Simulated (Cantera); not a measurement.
Input (Python, Cantera) and output of one run.

```python
import numpy as np
import cantera as ct

gas_names = """
    C CH CH2 CH3 CH2OH CH3O CH4 CH3OH CO CO2 COOH C2 C2H CHCO,ketyl C2H2,acetylene C2H2,vinylidene
    CH2CO,ketene C2H3,vinyl CH3CO,acetyl C2H4 C2H4O,ethylen CH3CHO,ethanal CH3COOH (HCOOH)2 C2H5 C2H6
    CH3OCH3 C2H5OH C2O C3 C3H3,propargyl C3H4,allene C3H4,propyne C3H4,cyclo- C3H5,allyl C3H6,propylene
    C3H6,cyclo- C3H6O C3H7,n-propyl C3H7,i-propyl C3H8 C3H8O,1propanol C3H8O,2propanol C3O2 C4 C4H2
    C4H4,1,3-cyclo- C4H6,butadiene C4H6,2-butyne C4H6,cyclo- C4H8,1-butene C4H8,cis2-buten
    C4H8,tr2-butene C4H8,isobutene C4H8,cyclo- (CH3COOH)2 C4H9,n-butyl C4H9,i-butyl C4H9,s-butyl
    C4H9,t-butyl C4H10,isobutane C4H10,n-butane C5 C5H6,1,3cyclo- C5H8,cyclo- C5H10,1-pentene
    C5H10,cyclo- C5H11,pentyl C5H11,t-pentyl C5H12,n-pentane C5H12,i-pentane CH3C(CH3)2CH3 C6H2
    C6H5,phenyl C6H5O,phenoxy C6H6 C6H5OH,phenol C6H10,cyclo- C6H12,1-hexene C6H12,cyclo- C6H13,n-hexyl
    C7H7,benzyl C7H8 C7H8O,cresol C7H14,1-heptene C7H15,n-heptyl C7H16,n-heptane C8H8,styrene
    C8H10,ethylbenz C8H16,1-octene C8H17,n-octyl C8H18,isooctane C8H18,n-octane C9H19,n-nonyl
    C10H8,naphthale C10H21,n-decyl C12H9,o-bipheny C12H10,bipheny H HCO HO2 H2 HCHO,formaldehy HCOOH H2O
    H2O2 O OH O2 O3 Pb PbO Pb2
""".split()
cond_names = """
    C(gr) C6H6(L) C7H8(L) C8H18(L),n-octa H2O(s) H2O(L) Pb(cr) Pb(L) PbO(rd) PbO(yw) PbO(L) PbO2(s)
    Pb3O4(s)
""".split()


def load(file, names, dense=False):
    # The tables refer to 1 bar. Condensed volumes are neglected.
    table = {s.name: s for s in ct.Species.list_from_file(file)}
    out = []
    for n in names:
        d = dict(table[n].input_data)
        d["thermo"] = dict(d["thermo"], **{"reference-pressure": 1e5})
        if dense:
            d["equation-of-state"] = {"model": "constant-volume", "density": "1e6 g/cm^3"}
        out.append(ct.Species.from_dict(d))
    return out


gas = ct.Solution(thermo="ideal-gas", species=load("nasa_gas.yaml", gas_names))
cond = {s.name: ct.Solution(thermo="fixed-stoichiometry", species=[s], name=s.name)
        for s in load("nasa_condensed.yaml", cond_names, dense=True)}
atoms = {
    'PbO': {'Pb': 1, 'O': 1},
    'H2': {'H': 2},
    'CO': {'C': 1, 'O': 1},
}
top_T = {'C(gr)': 4500, 'Pb3O4(s)': 820}  # K; cautious upper limits of use, not melting points


def equilibrate(T, P, feed):
    n = {}
    for name, mol in feed.items():
        for a, k in atoms[name].items():
            n[a] = n.get(a, 0.0) + k * mol
    gas.TPX = T, P, n
    mass = sum(n.values()) * gas.mean_molecular_weight
    gas.equilibrate("TP")
    valid = [c for c in cond.values() if c.min_temp <= T <= top_T.get(c.name, c.max_temp)]
    mix = ct.Mixture([(gas, mass / gas.mean_molecular_weight)] + [(c, 0.0) for c in valid])
    mix.T, mix.P = T, P
    mix.equilibrate("TP", solver="vcs", rtol=1e-11, max_steps=5000)
    return mix


results = []
T = 1550  # K
P = 1333.22  # Pa
for m in [0.1, 0.21, 0.31, 0.42, 0.53, 0.63, 0.74, 0.85]:
    feed = {'PbO': 1, 'H2': m, 'CO': 9.7}  # mol
    mix = equilibrate(T, P, feed)
    results.append((T, P, feed, dict(zip(mix.species_names, mix.species_moles))))

top = {s: max(r[3][s] / sum(r[3][g] for g in gas_names) for r in results) for s in gas_names}
cols = sorted((s for s in top if top[s] > 1e-06), key=lambda s: -top[s])[:9]
seen = [c for c in cond_names if any(r[3].get(c, 0) > 1e-12 for r in results)]
print("log10 of partial pressures in bar; condensed amounts in mol")
print(f"{'n(H2)':>10s}" + "".join(f"{s[:9]:>10s}" for s in cols + seen))
for T, P, feed, n in results:
    ng = sum(n[g] for g in gas_names)
    print(f"{feed['H2']:10.4g}" + "".join(f"{np.log10(max(n[s] / ng * P / 1e5, 1e-99)):10.3f}" for s in cols)
          + "".join(f"{n.get(c, 0):10.4g}" for c in seen))
```

It prints:

```
log10 of partial pressures in bar; condensed amounts in mol
     n(H2)        CO        Pb       CO2        H2       H2O         H       PbO       Pb2
       0.1    -1.968    -2.909    -2.919    -4.027    -4.532    -6.515    -6.692    -7.654
      0.21    -1.971    -2.913    -2.935    -3.706    -4.224    -6.355    -6.709    -7.663
      0.31    -1.974    -2.917    -2.949    -3.539    -4.067    -6.271    -6.724    -7.671
      0.42    -1.977    -2.921    -2.964    -3.408    -3.949    -6.206    -6.740    -7.680
      0.53    -1.980    -2.926    -2.979    -3.309    -3.861    -6.156    -6.756    -7.688
      0.63    -1.983    -2.929    -2.993    -3.235    -3.798    -6.119    -6.771    -7.696
      0.74    -1.986    -2.934    -3.007    -3.167    -3.741    -6.085    -6.786    -7.704
      0.85    -1.990    -2.938    -3.021    -3.109    -3.694    -6.056    -6.802    -7.713
```

Equilibrium computed with Cantera from the NASA thermochemical tables; the gas is ideal and each condensed phase is pure.
